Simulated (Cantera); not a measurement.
An adiabatic, constant-volume homogeneous reactor starts with 4.06 % CH₄, 0.487 % C₂H₆, 20.0 % O₂, 75.4 % N₂, equivalence ratio 0.49, at 1800 K and 0.290 bar.

Detailed kinetics in Cantera: GRI-Mech 3.0 (53 species, 325 reactions).

**Question.** Predict: time of steepest temperature rise; temperature at 4.00 s; equilibrium temperature; x(O₂) at 4.00 s; x(CO₂) at 4.00 s; x(H₂) at 4.00 s.

**Answer.** 
```json
{
 "time_of_steepest_temperature_rise": "86.2 µs",
 "temperature at 4.00 s": "2633 K",
 "equilibrium_temperature": "2633 K",
 "x(O₂) at 4.00 s": "0.0895 (gas-phase equilibrium 0.0895)",
 "x(CO₂) at 4.00 s": "0.0359 (gas-phase equilibrium 0.0359)",
 "x(H₂) at 4.00 s": "0.00432 (gas-phase equilibrium 0.00432)"
}
```
